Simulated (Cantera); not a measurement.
## Premixed flame

A freely propagating, adiabatic, planar premixed flame of 41.6 % H₂, 12.2 % O₂, 46.2 % N₂, equivalence ratio 1.7, unburnt at 675 K and 750 Torr; multicomponent+Soret transport, grid criteria slope 0.08 and curve 0.16, no radiation.

Cantera simulation using the H2/O2 subset of GRI-Mech 3.0, which has no nitrogen chemistry; the numbers are that mechanism's predictions, not measurements. Burning velocities carry a grid error of a few per cent, more on coarse grids.

```
z (mm)  T (K)  u (m/s)   x H₂      x O₂      x OH       x H       x O    x H₂O
------  -----  -------  -----  --------  --------  --------  --------  -------
-1.40     675     10.5  0.416     0.122     <1e-8     <1e-8     <1e-8    <1e-8
-0.932    675     10.5  0.416     0.122     <1e-8     <1e-8     <1e-8    <1e-8
-0.699    675     10.5  0.416     0.122     <1e-8     <1e-8     <1e-8    <1e-8
-0.466    675     10.5  0.416     0.122     <1e-8   5.69e-7     <1e-8  2.81e-7
-0.233    695     10.7  0.409     0.123   7.56e-5  0.000537   1.78e-5  0.00117
-0.116    877     13.2  0.374     0.118  0.000630    0.0104  0.000461   0.0187
0        1286     18.9  0.257    0.0710   0.00346    0.0605   0.00496    0.114
0.116    1570     22.9  0.162    0.0165   0.00702    0.0979   0.00601    0.217
0.233    1693     24.5  0.148   0.00509   0.00836    0.0974   0.00480    0.240
0.466    1823     26.2  0.153   0.00284   0.00933    0.0839   0.00394    0.246
0.932    1962     27.9  0.162   0.00200   0.00963    0.0670   0.00295    0.251
1.86     2098     29.5  0.170   0.00125   0.00903    0.0504   0.00191    0.257
3.73     2218     30.9  0.177  0.000677   0.00758    0.0356   0.00106    0.263
```
x: mole fraction of selected species; z is measured from the peak of heat release.

```json
{
  "laminar_burning_velocity": "1050 cm/s",
  "thermal_thickness": "0.466 mm",
  "peak x(OH)": "0.00964",
  "peak x(H)": "0.0998",
  "peak x(O)": "0.00650",
  "grid_points": "141"
}
```
